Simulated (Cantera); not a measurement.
An isothermal plug-flow reactor at 775 K and 2.17 atm (inlet), inlet velocity 0.067 m/s, active area per volume 520 1/m; feed CH4 : O2 : N2 = 0.0065 : 0.16 : 0.79 (molar parts), equivalence ratio 0.081.

Detailed kinetics in Cantera: Deutschmann's 1995 Pt surface mechanism with GRI-Mech 3.0 gas chemistry. Catalytic surfaces can have several steady states; this one follows from the mechanism file's or the stated starting coverage. Mass transfer to the wall is taken as infinitely fast.

| quantity | before | after |
|---|---|---|
| x(CH4) at z = 0.067 m | 0.00627 | 3.31e-11 |
| x(O2) at z = 0.067 m | 0.166 | 0.154 |
| x(H2O) at z = 0.067 m | 0.00105 | 0.0136 |
| x(CO2) at z = 0.067 m | 0.000523 | 0.00679 |
| x(CO) at z = 0.067 m | 5.75e-7 | 2.37e-10 |
| θ(free Pt) at the exit | 0.0147 | 0.256 |
| θ(O*) at the exit | 0.985 | 0.741 |

**Question.** What was changed between the two runs?
A. temperature 775 to 1123 K
B. inlet velocity 0.067 to 0.1 m/s
C. O2 0.16 to 0.059 parts
D. area per volume 520 to 110 1/m

**Answer.** A, temperature 775 to 1123 K
